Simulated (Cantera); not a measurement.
# Iron carbonyl, mercury and lead vapours: PbO + O2 + H2

Feed: 1 mol PbO, 0.63 mol O2, 6.7 mol H2, at 72.0 Pa.

Equilibrium computed with Cantera from the NASA thermochemical tables; the gas is ideal and each condensed phase is pure. Candidate condensed phases: H2O, Pb, PbO, PbO2, Pb3O4; 12 gas species. Equilibrium is a limit: real reactors are often held back by kinetics, nucleation or transport.

From 725 °C to 775 °C the condensed part is Pb(l). From 825 °C to 1025 °C nothing is condensed. The main Pb-bearing gas is Pb throughout.

```
T (°C)   x H2  x H2O    x Pb      x H    x PbO  n Pb(l)
------  -----  -----  ------  -------  -------  -------
725     0.648  0.330  0.0215  6.46e-8  2.95e-8    0.853
775     0.622  0.316  0.0621  2.27e-7  1.72e-7    0.557
825     0.577  0.294   0.130  7.00e-7  6.80e-7        0
875     0.577  0.294   0.130  2.03e-6  1.22e-6        0
925     0.577  0.294   0.130  5.38e-6  2.09e-6        0
975     0.577  0.294   0.130  1.32e-5  3.43e-6        0
1025    0.577  0.293   0.130  3.03e-5  5.41e-6        0
```
x: gas mole fraction; n: condensed amount in mol.
